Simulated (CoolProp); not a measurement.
A simple Rankine cycle with R1336mzz(E): condensing at 297.15 K, boiler at 0.711 MPa, turbine inlet 343.5 K, turbine efficiency 0.65, pump efficiency 0.6, no recuperator. Each further row changes one setting.

The numbers come from the reference Helmholtz-energy equation of state, Akasaka 2023 in CoolProp.

```csv
case,thermal efficiency (%),net work (kJ/kg),heat in (kJ/kg),turbine exit temperature (K),volume ratio over the turbine
as stated,6.9,12.0,175,318.3,4.11
turbine inlet 363.5 K,6.8,13.2,195,(withheld),3.99
condensing temperature 289.15 K,8.0,14.8,185,(withheld),5.51
boiler pressure 0.498 MPa,5.2,9.38,180,326.4,2.75
turbine efficiency 0.55,5.7,10.1,175,(withheld),4.15
```

**Question.** Complete the blanks.

**Answer.** 
- turbine inlet 363.5 K, turbine exit temperature (K): 339.2
- condensing temperature 289.15 K, turbine exit temperature (K): 314.0
- turbine efficiency 0.55, turbine exit temperature (K): 320.5
